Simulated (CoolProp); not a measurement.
The fluid at 293.15 K and 13.2 MPa (supercritical) is heated at constant pressure to 436.3 K. The same conditions are run with several fluids, on thermodynamics alone (safety and materials aside).

Values from CoolProp's reference Helmholtz-energy equation of state of each fluid (nitrogen: Span 2000; carbon monoxide: Lemmon 2006; dry air: Lemmon 2000). Blends and air are pseudo-pure fits.

### Question
Rank nitrogen, carbon monoxide, dry air by heat (kJ/kg), highest first.

### Answer
carbon monoxide (170), nitrogen (167), dry air (163)

| fluid | final density (kg/m³) |
|---|---|
| nitrogen | 96.4 |
| carbon monoxide | 96.6 |
| dry air | 101 |
